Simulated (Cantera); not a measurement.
# MgSO4 + CO2 + H2 (calcination and drying)

Input: 1 mol MgSO4, 0.37 mol CO2, 8.9 mol H2, held at 1575 K and 4.30 mbar.

Method: chemical equilibrium by Gibbs-energy minimisation in Cantera with the NASA 1993 tables (ideal gas, pure condensed phases). Candidate condensed phases: C, C6H6, C7H8, C8H18, H2O, H2SO4, Mg, MgCO3, MgO, Mg(OH)2, MgS, MgSO4, S; 130 gas species. Equilibrium is a limit: real reactors are often held back by kinetics, nucleation or transport.

The x(H2) is 0.565 and the x(H2O) is 0.332. The x(S2) comes out as 0.0379. The x(CO) is 0.0317 and the x(H2S) is 0.0185. The x(CO2) is 0.00641 and the x(SO2) comes out as 0.00374. The x(SH) is 0.00314 and the x(SO) comes out as 0.00144. The n(MgO(s)) is 1.000 mol and the gas amount is 9.709 mol. The log10 activity of S(l) (absent) is -3.18 and the log10 activity of C(graphite) (absent) is -6.62. The log10 activity of Mg(l) (absent) is -8.61.
